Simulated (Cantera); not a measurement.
An isothermal, constant-pressure homogeneous reactor starts with 27.8 % C2H6, 72.2 % N2, at 1325 K and 63.8 Torr.

Model: GRI-Mech 3.0 (53 species, 325 reactions), integrated in Cantera. GRI-Mech 3.0 stops at C3 and has no aromatics, soot or wall deposition, so with more carbon than oxygen in the feed, carbon stays in small species such as C2H2 where larger ones or solid carbon would form.

Question: Predict: x(C2H6) at 20.0 s; x(C2H2) at 20.0 s; x(H2) at 20.0 s; x(CH3) at 20.0 s; x(CH4) at 20.0 s.

Answer: 
```
Item                                                 Value
-----------------  ---------------------------------------
x(C2H6) at 20.0 s  9.28e-6 (gas-phase equilibrium 6.49e-6)
x(C2H2) at 20.0 s      0.154 (gas-phase equilibrium 0.115)
x(H2) at 20.0 s        0.289 (gas-phase equilibrium 0.312)
x(CH3) at 20.0 s   9.57e-6 (gas-phase equilibrium 7.21e-6)
x(CH4) at 20.0 s     0.0554 (gas-phase equilibrium 0.0361)
```
